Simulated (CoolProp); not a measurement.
The numbers come from the reference Helmholtz-energy equation of state, Lemmon 2006 in CoolProp. It is a short technical equation, of lower accuracy than the large ones.

### Question
Give the vapour pressure (bar), liquid cp (kJ/(kg K)), surface tension (mN/m), liquid viscosity (µPa s) of saturated n-decane at 470.8, 480.1 K.

### Answer
```tsv
T (K)	p (bar)	liquid cp (kJ/(kg K))	surface tension (mN/m)	liquid viscosity (µPa s)
470.8	1.78	2.92	8.58	172
480.1	2.18	2.96	7.89	161
```

Viscosity comes from a separate model (Huber 2004). Surface tension comes from a separate correlation (Mulero 2012).
